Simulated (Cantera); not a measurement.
Input: 1 mol Cr, 1.6 mol N2, 0.18 mol N2O, equilibrated at 2800 K.

Cantera equilibrium calculation (NASA polynomials, part measured and part estimated; ideal gas, pure solids and liquids). Candidate condensed phases: Cr, CrN, Cr2N, Cr2O3; 14 gas species. Each liquid is taken as pure. Mutual solubility and eutectic melting of coexisting phases are not modelled. Kinetics and transport are ignored.

Task: Which condensed phases are stable at each of these points (P (Pa)): 0.100, 0.600, 3.60, 22, 130, 770, 4600, 28000, 170000, 1000000?

Result: 
| P (Pa) | condensed phases | Cr condensed (%) |
|---|---|---|
| 0.100 | gas only | 0.0 |
| 0.600 | gas only | 0.0 |
| 3.60 | gas only | 0.0 |
| 22 | gas only | 0.0 |
| 130 | gas only | 0.0 |
| 770 | gas only | 0.0 |
| 4600 | gas only | 0.0 |
| 28000 | gas only | 0.0 |
| 170000 | Cr(l) + Cr2O3(l) | 13.6 |
| 1000000 | Cr(l) + Cr2O3(l) | 89.5 |

From 0.100 Pa to 0.280 bar nothing is condensed. From 1.70 bar to 10.0 bar the condensed part is Cr(l) + Cr2O3(l).
